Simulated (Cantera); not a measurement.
Cantera run, input and output.

```python
import numpy as np
import cantera as ct

gas = ct.Solution("gri30.yaml")


def delay(T, t_max=10):
    gas.TPX = T, 250000, {'CH4': 0.51, 'C2H6': 0.099, 'O2': 3.13, 'N2': 11.8}
    reactor = ct.IdealGasConstPressureReactor(gas, clone=False)
    net = ct.ReactorNet([reactor])
    net.rtol, net.atol = 1e-8, 1e-16
    while net.time < t_max:
        t_old, T_old = net.time, reactor.T
        net.step()
        if reactor.T > T + 400:  # ignition: a rise of 400 K
            return t_old + (T + 400 - T_old) / (reactor.T - T_old) * (net.time - t_old)
    return np.nan


taus = []
for T in [1075, 1150, 1225, 1300, 1375, 1450, 1525, 1600]:
    taus.append(delay(T))
    print(f"T0 = {T:6g} K   tau = {taus[-1]:.4e} s")
```

Output:

```
T0 =   1075 K   tau = 1.6314e-02 s
T0 =   1150 K   tau = 3.9105e-03 s
T0 =   1225 K   tau = 1.2250e-03 s
T0 =   1300 K   tau = 4.8416e-04 s
T0 =   1375 K   tau = 2.2601e-04 s
T0 =   1450 K   tau = 1.1813e-04 s
T0 =   1525 K   tau = 6.6879e-05 s
T0 =   1600 K   tau = 4.0346e-05 s
```

Detailed kinetics in Cantera: GRI-Mech 3.0 (53 species, 325 reactions).
